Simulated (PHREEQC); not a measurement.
Dissolve 0.0025 mol/kgw MgCl2 and 0.00015 mol/kgw KCl at 62 °C. Closed to the air; pH follows from the charge balance.

The numbers come from PHREEQC with the ion-association model, phreeqc.dat.

The ionic strength comes out as 0.00765 mol/kgw. What activity coefficients do Cl-, Mg+2, K+ get?

Cl- 0.91, Mg+2 0.69, K+ 0.91.

This is a speciation only: nothing precipitates in the calculation. Species that the database lacks are ignored. At this temperature some constants are extrapolated from 25 °C, and those without enthalpy data are left unchanged.
